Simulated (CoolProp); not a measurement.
The fluid at 374.47 K and 1.72 MPa flows at 0.93 m/s in a round tube of 50 mm bore and 0.25 µm roughness, fully developed (64/Re and Nu = 3.66 if laminar; Colebrook and Gnielinski if turbulent). The same conditions are run with several fluids, on thermodynamics alone (safety and materials aside).

Computed with CoolProp (reference Helmholtz-energy equation of state of each fluid (C3F8 (R218): Lemmon 2006; ethane: Bücker 2006; R404A: Lemmon 2003; nitrogen: Span 2000; CH2F2 (R32): Tillner-Roth 1997)). Blends and air are pseudo-pure fits.

```tsv
fluid	Reynolds number	Darcy friction factor	pressure drop (Pa/m)	heat-transfer coefficient (W/(m² K))	mass flow (kg/h)
C3F8 (R218)	353000	0.0141	15.5	222	837
ethane	69100	0.0195	2.99	95.2	117
R404A	182000	0.0160	8.61	137	410
nitrogen	33600	0.0229	3.05	48.8	101
CH2F2 (R32)	87800	0.0185	5.09	80.6	209
```

Transport values come from each fluid's own correlations; those of C3F8 (R218), CH2F2 (R32) are estimates that may be off by 10 % or more.
